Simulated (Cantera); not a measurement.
Input: 1 mol Al(CH3)3, 9.9 mol H2O, 1.3 mol N2, held at 0.610 bar.

These are equilibrium values from Cantera (NASA tables, ideal gas, pure condensed phases), not measurements of a reactor. Candidate condensed phases: Al, AlN, Al2O3, C, C6H6, C7H8, C8H18, H2O; 148 gas species. The feed counts by its element totals alone. Gases not in the tables: Al(OH)3. Kinetics and transport are ignored.

Problem. At 1323 K, list the 5 most abundant gas species with their mole fractions, and the condensed phases.

Solution. H2 0.515, H2O 0.255, CO 0.127, N2 0.0695, CO2 0.0338. Condensed: Al2O3(s).
